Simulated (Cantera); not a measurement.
Cantera run:

```python
import numpy as np
import cantera as ct

gas_names = """
    Electron C C+ C- CO CO+ CO2 CO2+ C2 C2+ C2- C2O C3 C3O2 C4 C5 O O+ O- O2 O2+ O2- O3
""".split()
cond_names = """
    C(gr)
""".split()


def load(file, names, dense=False):
    # The tables refer to 1 bar. Condensed volumes are neglected.
    table = {s.name: s for s in ct.Species.list_from_file(file)}
    out = []
    for n in names:
        d = dict(table[n].input_data)
        d["thermo"] = dict(d["thermo"], **{"reference-pressure": 1e5})
        if dense:
            d["equation-of-state"] = {"model": "constant-volume", "density": "1e6 g/cm^3"}
        out.append(ct.Species.from_dict(d))
    return out


gas = ct.Solution(thermo="ideal-gas", species=load("nasa_gas.yaml", gas_names))
cond = {s.name: ct.Solution(thermo="fixed-stoichiometry", species=[s], name=s.name)
        for s in load("nasa_condensed.yaml", cond_names, dense=True)}
atoms = {
    'C': {'C': 1},
    'O2': {'O': 2},
}
top_T = {'C(gr)': 4500}  # K; cautious upper limits of use, not melting points


def equilibrate(T, P, feed):
    n = {}
    for name, mol in feed.items():
        for a, k in atoms[name].items():
            n[a] = n.get(a, 0.0) + k * mol
    gas.TPX = T, P, n
    mass = sum(n.values()) * gas.mean_molecular_weight
    gas.equilibrate("TP")
    valid = [c for c in cond.values() if c.min_temp <= T <= top_T.get(c.name, c.max_temp)]
    mix = ct.Mixture([(gas, mass / gas.mean_molecular_weight)] + [(c, 0.0) for c in valid])
    mix.T, mix.P = T, P
    mix.equilibrate("TP", solver="vcs", rtol=1e-11, max_steps=5000)
    return mix


results = []
feed = {'C': 1, 'O2': 0.53}  # mol
P = 330000  # Pa
for T in [3000, 3500, 4000, 4500, 5000]:
    mix = equilibrate(T, P, feed)
    results.append((T, P, feed, dict(zip(mix.species_names, mix.species_moles))))
    x = sorted(zip(gas.X, gas.species_names), reverse=True)
    print(f"T = {T:g} K  P = {P:g} Pa  gas = {mix.phase_moles(0):.4g} mol")
    print("   x: " + "  ".join(f"{s} {v:.3e}" for v, s in x if v > 1e-06))
    print("   condensed (mol): " + ("  ".join(f"{mix.phase(i).name} {mix.phase_moles(i):.4g}"
          for i in range(1, mix.n_phases) if mix.phase_moles(i) > 1e-12) or "none"))
```

It prints:

```
T = 3000 K  P = 330000 Pa  gas = 1.001 mol
   x: CO 9.402e-01  CO2 5.897e-02  O 7.142e-04  O2 1.313e-04
   condensed (mol): none
T = 3500 K  P = 330000 Pa  gas = 1.013 mol
   x: CO 9.425e-01  CO2 4.472e-02  O 1.114e-02  O2 1.685e-03
   condensed (mol): none
T = 4000 K  P = 330000 Pa  gas = 1.041 mol
   x: CO 9.445e-01  O 3.762e-02  CO2 1.578e-02  O2 2.109e-03  C 1.041e-06
   condensed (mol): none
T = 4500 K  P = 330000 Pa  gas = 1.055 mol
   x: CO 9.438e-01  O 5.170e-02  CO2 3.758e-03  O2 7.129e-04  C 3.019e-05
   condensed (mol): none
T = 5000 K  P = 330000 Pa  gas = 1.059 mol
   x: CO 9.425e-01  O 5.576e-02  CO2 1.003e-03  C 5.379e-04  O2 2.092e-04  Electron 2.385e-06  CO+ 2.053e-06  C2O 1.589e-06
   condensed (mol): none
```

Equilibrium computed with Cantera from the NASA thermochemical tables; the gas is ideal and each condensed phase is pure.
